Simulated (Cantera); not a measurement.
Feed: 1 mol Si₃N₄, 0.9 mol O₂, 6.8 mol N₂, 0.014 mol H₂O, equilibrated at 0.140 Pa.

Method: chemical equilibrium by Gibbs-energy minimisation in Cantera with the NASA 1993 tables (ideal gas, pure condensed phases). Candidate condensed phases: H₂O, Si, SiO₂, Si₂N₂O, Si₃N₄; 35 gas species. Mutual solubility and eutectic melting of coexisting phases are not modelled. The tables hold silica as quartz up to 1696 K and as liquid above; real silica turns to tridymite and cristobalite and melts near 1996 K. Equilibrium is a limit: real reactors are often held back by kinetics, nucleation or transport.

Question: What share of the Si ends up in condensed phases as a function of T (K), at 975, 1050, 1125, 1200, 1275, 1350, 1425, 1500, 1575, 1650, 1725, 1800, 1875, 1950?

Answer: 
```tsv
T (K)	Si condensed (%)	as
975	100.0	SiO₂(β-quartz) + Si₂N₂O(s)
1050	100.0	SiO₂(β-quartz) + Si₂N₂O(s)
1125	100.0	SiO₂(β-quartz) + Si₂N₂O(s)
1200	98.6	SiO₂(β-quartz) + Si₂N₂O(s)
1275	79.1	Si₂N₂O(s)
1350	79.1	Si₂N₂O(s)
1425	39.1	Si(s)
1500	36.8	Si(s)
1575	24.2	Si(s)
1650	0.0	-
1725	0.0	-
1800	0.0	-
1875	0.0	-
1950	0.0	-
```
